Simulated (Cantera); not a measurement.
A closed system holds: 1 mol SiC, 0.24 mol O2, 89 mol N2, 0.26 mol N2O, held at 1775 K and 133 Pa.

Equilibrium computed with Cantera from the NASA thermochemical tables; the gas is ideal and each condensed phase is pure. Candidate condensed phases: C, Si, SiC, SiO2, Si2N2O, Si3N4; 34 gas species. Kinetics and transport are ignored.

Base state: N2 0.991, CO 0.00435, SiO 0.00387, Si 0.000463 (mole fractions); condensed: SiC(s).

Q: What changes in the equilibrium state with this change: O2 from 0.24 to 0.14 mol?

A: 
| species | before | after |
|---|---|---|
| N2 | 0.991 | 0.994 |
| CO | 0.00435 | 0.00324 |
| SiO | 0.00387 | 0.00277 |
| Si | 0.000463 | 0.000454 |
| SiC(s), mol | 0.608 | 0.708 |
